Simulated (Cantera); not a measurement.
A perfectly stirred reactor is fed with H2 : O2 = 0.013 : 1 (molar parts), at 13.5 Torr; it is held at 1025 K, and followed from long to short residence time.

Cantera simulation using the H2/O2 subset of GRI-Mech 3.0, which has no nitrogen chemistry; the numbers are that mechanism's predictions, not measurements. Radical loss at walls, strong at low pressure, is not modelled.

### Question
What does this change do: 0.057 parts H2O added?

### Answer
```csv
quantity,before,after
x(H2) at τ = 8.30 s,4.53e-5,4.20e-5
x(O2) at τ = 8.30 s,0.987,0.934
x(H2O) at τ = 8.30 s,0.0128,0.0657
x(H2O2) at τ = 8.30 s,2.58e-8,7.20e-8
x(O) at τ = 8.30 s,0.000214,9.08e-5
x(H2) at τ = 78.0 ms,0.000608,0.000695
x(O2) at τ = 78.0 ms,0.984,0.932
x(H2O) at τ = 78.0 ms,0.0119,0.0647
x(H2O2) at τ = 78.0 ms,8.09e-8,1.83e-7
x(O) at τ = 78.0 ms,0.00273,0.00156
```
